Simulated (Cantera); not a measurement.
A perfectly stirred reactor is fed with NH₃ : H₂ = 1 : 0.64 (molar parts), at 0.110 bar; it is held at 1600 K, and followed from long to short residence time.

Cantera simulation using the gas-phase N/H chemistry of the illustrative SiF4/NH3 mechanism in the Surface Chemkin manual (1991); the numbers are that mechanism's predictions, not measurements. Walls and surfaces, which speed up NH3 decomposition in real reactors, are not modelled.

Question: What does this change do: H2 0.64 to 4.1 parts?

Answer: 
| quantity | before | after |
|---|---|---|
| x(NH₃) at τ = 5.80 s | 0.521 | 0.181 |
| x(H₂) at τ = 5.80 s | 0.451 | 0.813 |
| x(N₂) at τ = 5.80 s | 0.0276 | 0.00646 |
| x(H) at τ = 5.80 s | 3.12e-5 | 7.41e-5 |
| x(N) at τ = 5.80 s | 1.37e-8 | 1.17e-8 |
| x(NH₃) at τ = 22.0 ms | 0.609 | 0.196 |
| x(H₂) at τ = 22.0 ms | 0.390 | 0.804 |
| x(N₂) at τ = 22.0 ms | 5.63e-5 | 2.52e-6 |
| x(H) at τ = 22.0 ms | 1.80e-5 | 2.54e-5 |
| x(N) at τ = 22.0 ms | 4.83e-9 | 5.41e-10 |
